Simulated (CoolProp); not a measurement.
Vapour-liquid equilibrium of ethylene (1) + propylene (2) at 167.6 K; x and y are mole fractions of (1).

Computed with CoolProp (multi-fluid Helmholtz-energy mixture model, Smukala 2000 and Lemmon 2013; pair parameters Bell 2016).

| x | bubble pressure, mixture model (bar) | bubble pressure, Raoult's law (bar) | y, mixture model | y, Raoult's law |
|---|---|---|---|---|
| 0.05 | 0.07462 | 0.06914 | … | 0.659 |
| 0.125 | 0.1489 | 0.1356 | … | 0.840 |
| 0.2 | 0.2219 | 0.2021 | 0.909 | 0.902 |
| 0.275 | 0.2931 | 0.2686 | 0.937 | 0.933 |
| 0.35 | 0.3621 | 0.3351 | 0.954 | 0.952 |
| 0.425 | 0.4289 | 0.4016 | 0.965 | 0.964 |
| 0.5 | 0.4936 | 0.4681 | 0.973 | 0.973 |
| 0.575 | … | 0.5346 | … | 0.980 |
| 0.65 | 0.6182 | 0.6011 | … | 0.986 |
| 0.725 | 0.6793 | 0.6675 | 0.988 | 0.990 |
| 0.8 | 0.7404 | 0.7340 | … | 0.993 |
| 0.875 | … | 0.8005 | 0.995 | 0.996 |
| 0.95 | 0.8668 | 0.8670 | 0.998 | 0.999 |

Question: Some entries are withheld; supply them.

Answer: 
- 0.05, y, mixture model: 0.683
- 0.125, y, mixture model: 0.853
- 0.575, bubble pressure, mixture model (bar): 0.5566
- 0.575, y, mixture model: 0.979
- 0.65, y, mixture model: 0.984
- 0.8, y, mixture model: 0.992
- 0.875, bubble pressure, mixture model (bar): 0.8026

The largest gap from Raoult's law is +9.8 % in bubble pressure, at x = 0.2. No azeotrope shows between x = 0.05 and 0.95.

Pair parameters are fitted to limited data, so mixtures are less certain than the pure fluids.
